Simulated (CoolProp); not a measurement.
A simple Rankine cycle with R123: condensing at 295.15 K, boiler at 1.24 MPa, turbine inlet 499 K, turbine efficiency 0.7, pump efficiency 0.6, no recuperator. Each further row changes one setting.

Computed with CoolProp (reference Helmholtz-energy equation of state, Younglove 1994). It is a modified Benedict-Webb-Rubin equation, recast in Helmholtz form.

```csv
case,thermal efficiency (%),net work (kJ/kg),heat in (kJ/kg),turbine exit temperature (K),volume ratio over the turbine
as stated,___,43.8,322,435.5,14.4
condensing temperature 287.15 K,14.7,___,330,429.3,19.5
boiler pressure 0.868 MPa,12.1,39.3,___,___,___
turbine efficiency 0.6,11.6,___,322,___,14.7
```

Q: What belongs in the gaps?

A: 
- as stated, thermal efficiency (%): 13.6
- condensing temperature 287.15 K, net work (kJ/kg): 48.6
- boiler pressure 0.868 MPa, heat in (kJ/kg): 326
- boiler pressure 0.868 MPa, turbine exit temperature (K): 444.9
- boiler pressure 0.868 MPa, volume ratio over the turbine: 10.0
- turbine efficiency 0.6, net work (kJ/kg): 37.4
- turbine efficiency 0.6, turbine exit temperature (K): 443.3
